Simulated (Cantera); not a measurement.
Feed: 1 mol Si, 1 mol F₂, a varied amount of H₂, at 450 K and 100 Torr.

Method: chemical equilibrium by Gibbs-energy minimisation in Cantera with the NASA 1993 tables (ideal gas, pure condensed phases). Candidate condensed phases: Si; 25 gas species. Kinetics and transport are ignored.

log p: log10 of the partial pressure in bar; n: condensed amount in mol.

```csv
n(H₂) (mol),log p H₂,log p SiF₄,log p SiHF₃,log p SiH₂F₂,log p SiH₃F,log p SiH₄,n Si(s)
1.8,-0.98,-1.55,-3.15,-4.78,-7.33,-10.02,0.497
5.3,-0.91,(withheld),(withheld),(withheld),-7.33,-9.88,0.496
8.8,-0.90,-2.16,-3.57,-5.00,-7.36,-9.85,0.495
12,-0.89,-2.29,-3.66,-5.06,-7.39,-9.84,0.494
16,-0.89,-2.41,-3.75,-5.12,-7.41,-9.83,0.494
19,-0.89,-2.48,-3.80,-5.15,-7.42,-9.83,0.494
23,-0.88,-2.56,-3.86,-5.19,-7.44,-9.82,0.493
26,-0.88,-2.62,-3.90,-5.21,-7.45,-9.82,0.493
30,-0.88,-2.68,-3.95,-5.24,-7.47,-9.82,0.493
33,-0.88,-2.72,-3.98,-5.26,-7.48,-9.82,0.493
```

### Question
What belongs in the gaps?

### Answer

- 5.3, log p SiF₄: -1.95
- 5.3, log p SiHF₃: -3.42
- 5.3, log p SiH₂F₂: -4.91
